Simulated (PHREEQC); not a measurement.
A solution holds 0.0092 mol CuSO4, 0.019 mol HNO3 and 0.0035 mol KCl per kg of water, at 25 °C. Closed to the air; pH follows from the charge balance.

Computed with PHREEQC (ion-association model, wateq4f.dat).

Each row changes one thing in this solution. No solid was allowed to form.

```json
[
 {"case": "as made", "pH": "1.87", "ionic strength (mol/kgw)": "0.0464"},
 {"case": "0.00023 mol/kgw Ag2SO4 added", "pH": "1.87", "ionic strength (mol/kgw)": "0.0464"},
 {"case": "0.0014 mol/kgw NaBr added", "pH": "1.87", "ionic strength (mol/kgw)": "0.0479"},
 {"case": "CuSO4 from 0.0092 to 0.0184 mol/kgw", "pH": "1.93", "ionic strength (mol/kgw)": "0.0674"},
 {"case": "HNO3 left out", "pH": "4.91", "ionic strength (mol/kgw)": "0.0299"},
 {"case": "KCl from 0.0035 to 0.007 mol/kgw", "pH": "1.87", "ionic strength (mol/kgw)": "0.0500"},
 {"case": "CuSO4 left out", "pH": "1.77", "ionic strength (mol/kgw)": "0.0225"}
]
```

Some of these states are supersaturated (in Cerargyrite, Antlerite, Brochantite, for instance).
